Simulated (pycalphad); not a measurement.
# Effect of Ti content in Si-Ti

Source of the numbers: pycalphad with the COST 507 light-alloy database (1999); pressure 1 atm. These are 1990s assessments: newer ones move some temperatures and phases. Phase fractions are per mole of atoms. Diffusion is slow at the low end, where real alloys seldom reach equilibrium.

**Question.** One of these alloys has its liquidus at 2147 K, its solidus at 1747 K, and holds SITI 0.90, SI2TI 0.10 at 575 K. Which?
(A) Si-61.52Ti (wt.%)
(B) Si-35.24Ti (wt.%)
(C) Si-81.87Ti (wt.%)

**Answer.** A, Si-61.52Ti (wt.%). The others: Si-35.24Ti (wt.%), liquidus 1687, solidus 1604; Si-81.87Ti (wt.%), liquidus 2224, solidus 1613

Database names, with the compositions (at.%) that they take in these runs: SI2TI: Si 67 Ti 33; SITI: Si 50 Ti 50.
